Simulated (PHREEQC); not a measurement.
Consider water at 20 °C and 50 atm with 0.0014 mol/kgw CuSO4, 0.0013 mol/kgw HNO3 and 0.00021 mol/kgw FeCl3. Closed to the air; pH follows from the charge balance.

The numbers come from PHREEQC with the ion-association model, phreeqc.dat.

Each row changes one thing in this solution. No solid was allowed to form.

| case | pH | ionic strength (mol/kgw) | FeOH+2 (mol/kgw) | Fe+3 (mol/kgw) | Fe(OH)2+ (mol/kgw) | Fe2(OH)2+4 (mol/kgw) | SI of Goethite (FeOOH) | SI of Hematite (Fe2O3) |
|---|---|---|---|---|---|---|---|---|
| as made | 2.92 | 0.00666 | 6.88e-5 | 2.39e-5 | 1.25e-5 | 3.16e-7 | +4.66 | +11.30 |
| FeCl3 from 0.00021 to 4.2e-05 mol/kgw | 2.94 | 0.00625 | 1.37e-5 | 4.46e-6 | 2.65e-6 | 1.22e-8 | +4.01 | +10.01 |
| 0.0011 mol/kgw H2SO4 added | 2.53 | (withheld) | 2.73e-5 | 2.39e-5 | 1.97e-6 | 5.48e-8 | +3.47 | +8.92 |
| temperature from 20 to 25 °C | 2.91 | 0.00665 | 7.67e-5 | 1.99e-5 | 1.68e-5 | 3.19e-7 | +4.75 | +11.51 |
| HNO3 left out | 3.64 | 0.00560 | 8.78e-5 | 5.60e-6 | 8.66e-5 | 4.87e-7 | +6.23 | +14.44 |
| diluted 5-fold with water | 3.53 | 0.00147 | 2.07e-5 | 1.50e-6 | 1.73e-5 | 2.00e-8 | +5.43 | +12.84 |
| CuSO4 left out | (withheld) | 0.00222 | 0.000136 | 4.86e-5 | 2.33e-5 | 9.27e-7 | +4.88 | +11.74 |
| FeCl3 from 0.00021 to 0.000189 mol/kgw | 2.92 | 0.00661 | 6.19e-5 | 2.14e-5 | 1.13e-5 | 2.55e-7 | +4.62 | +11.22 |
| HNO3 from 0.0013 to 0.013 mol/kgw | 1.95 | 0.0179 | (withheld) | 6.48e-5 | 3.01e-7 | 2.97e-8 | +2.06 | +6.09 |

Task: Some entries are withheld; supply them.

Result: 
- 0.0011 mol/kgw H2SO4 added, ionic strength (mol/kgw): 0.00902
- CuSO4 left out, pH: 2.85
- HNO3 from 0.0013 to 0.013 mol/kgw, FeOH+2 (mol/kgw): 1.75e-5

Some of these states are supersaturated (in Hematite (slow to form), Goethite (slow to form), for instance). Under pressure, the constants of complexes without a molar volume in the database are unreliable.
